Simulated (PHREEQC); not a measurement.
Solution (25 °C): 0.0021 mol MgCl2, 0.0012 mol HCl and 0.011 mol KBr per kg of water. Closed to the air; pH follows from the charge balance.

Equilibrium calculation in PHREEQC: Pitzer model, pitzer.dat.

### Question
The ionic strength comes out as 0.0185 mol/kgw. What activity coefficients do Mg+2, H+, Br-, Cl-, K+ get?

### Answer
Mg+2 0.59, H+ 0.88, Br- 0.87, Cl- 0.87, K+ 0.87. Single-ion values are on the MacInnes scale.

No solid was allowed to form. Complexes and solids missing from the database can't appear.
